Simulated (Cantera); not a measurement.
Input (Python, Cantera) and output of one run.

```python
import numpy as np
import cantera as ct

gas_names = """
    B BH BH2 BH3 BN B2 H H2 N NH NH2 NH3 N2 N2H2 N2H4
""".split()
cond_names = """
    B(b) B(L) BN(s)
""".split()


def load(file, names, dense=False):
    # The tables refer to 1 bar. Condensed volumes are neglected.
    table = {s.name: s for s in ct.Species.list_from_file(file)}
    out = []
    for n in names:
        d = dict(table[n].input_data)
        d["thermo"] = dict(d["thermo"], **{"reference-pressure": 1e5})
        if dense:
            d["equation-of-state"] = {"model": "constant-volume", "density": "1e6 g/cm^3"}
        out.append(ct.Species.from_dict(d))
    return out


gas = ct.Solution(thermo="ideal-gas", species=load("nasa_gas.yaml", gas_names))
cond = {s.name: ct.Solution(thermo="fixed-stoichiometry", species=[s], name=s.name)
        for s in load("nasa_condensed.yaml", cond_names, dense=True)}
atoms = {
    'borazine': {'B': 3, 'N': 3, 'H': 6},
    'NH3': {'N': 1, 'H': 3},
    'H2': {'H': 2},
}
top_T = {'BN(s)': 3200}  # K; cautious upper limits of use, not melting points


def equilibrate(T, P, feed):
    n = {}
    for name, mol in feed.items():
        for a, k in atoms[name].items():
            n[a] = n.get(a, 0.0) + k * mol
    gas.TPX = T, P, n
    mass = sum(n.values()) * gas.mean_molecular_weight
    gas.equilibrate("TP")
    valid = [c for c in cond.values() if c.min_temp <= T <= top_T.get(c.name, c.max_temp)]
    mix = ct.Mixture([(gas, mass / gas.mean_molecular_weight)] + [(c, 0.0) for c in valid])
    mix.T, mix.P = T, P
    mix.equilibrate("TP", solver="vcs", rtol=1e-11, max_steps=5000)
    return mix


results = []
feed = {'borazine': 1, 'NH3': 0.19, 'H2': 0.27}  # mol
T = 800  # K
P = 1900  # Pa
mix = equilibrate(T, P, feed)
results.append((T, P, feed, dict(zip(mix.species_names, mix.species_moles))))
x = sorted(zip(gas.X, gas.species_names), reverse=True)
print(f"T = {T:g} K  P = {P:g} Pa  gas = {mix.phase_moles(0):.4g} mol")
print("   x: " + "  ".join(f"{s} {v:.3e}" for v, s in x if v > 0.001))
print("   condensed (mol): " + ("  ".join(f"{mix.phase(i).name} {mix.phase_moles(i):.4g}"
      for i in range(1, mix.n_phases) if mix.phase_moles(i) > 1e-12) or "none"))
```

Result:

```
T = 800 K  P = 1900 Pa  gas = 3.65 mol
   x: H2 9.740e-01  N2 2.602e-02
   condensed (mol): BN(s) 3
```

Cantera equilibrium calculation (NASA polynomials, part measured and part estimated; ideal gas, pure solids and liquids). The feed counts by its element totals alone.
